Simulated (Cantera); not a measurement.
# Gas-phase reforming

An isothermal, constant-pressure homogeneous reactor starts with 41.7 % CH4, 58.3 % H2O, at 1598 K and 23.7 atm.

Cantera simulation using GRI-Mech 3.0 (53 species, 325 reactions); the numbers are that mechanism's predictions, not measurements. The pressure lies above the range GRI-Mech 3.0 was tuned for (to about 10 atm).

```csv
t (s),x CH4,x H2O,x CH2CO,x C2H4,x H2,x O2,x CO2
0.000100,0.413,0.583,1.30e-9,0.000353,0.00199,1.30e-12,1.57e-9
0.000335,0.404,0.581,1.30e-7,0.00275,0.00909,7.55e-12,1.45e-7
0.00112,0.373,0.571,4.54e-6,0.00963,0.0387,1.90e-11,5.03e-6
0.00376,0.303,0.541,2.13e-5,0.0142,0.113,7.45e-12,6.96e-5
0.0126,0.213,0.502,3.23e-5,0.0262,0.207,3.53e-12,0.000794
0.0422,0.192,0.465,2.72e-5,0.0277,0.251,2.77e-12,0.00600
0.141,0.194,0.404,1.38e-5,0.0198,0.300,1.83e-12,0.0167
0.474,0.175,0.319,5.01e-6,0.00982,0.382,<1e-12,0.0225
1.59,0.127,0.234,1.92e-6,0.00326,0.483,<1e-12,0.0208
5.32,0.0708,0.161,8.71e-7,0.000704,0.580,<1e-12,0.0159
17.8,0.0258,0.110,3.10e-7,7.42e-5,0.651,<1e-12,0.0114
59.7,0.00372,0.0862,4.51e-8,1.40e-6,0.685,<1e-12,0.00909
200,0.000683,0.0830,8.32e-9,4.65e-8,0.689,<1e-12,0.00876
```
x: mole fraction; the columns are a selection and need not sum to one.

Equilibrium at this temperature and pressure: CH4 0.000707, H2O 0.0830, CH2CO 8.79e-9, C2H4 4.99e-8, H2 0.689, O2 <1e-12, CO2 0.00877 (gas phase only).
